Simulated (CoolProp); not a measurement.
Vapour-liquid equilibrium of R22 (1) + R142b (2) at 1300 kPa; x and y are mole fractions of (1).

Model: multi-fluid Helmholtz-energy mixture model, Kamei 1995 and Lemmon 2006; pair parameters Bell 2016, in CoolProp.

Question: Give the bubble temperature and the first vapour's composition at x = 0.05, 0.65, 0.8. Is there an azeotrope?

Answer: x = 0.05: 347.3 K, y = 0.095; x = 0.65: 319.1 K, y = 0.805; x = 0.8: 313.4 K, y = 0.904. No azeotrope shows between x = 0.05 and 0.95.

Pair parameters are fitted to limited data, so mixtures are less certain than the pure fluids.
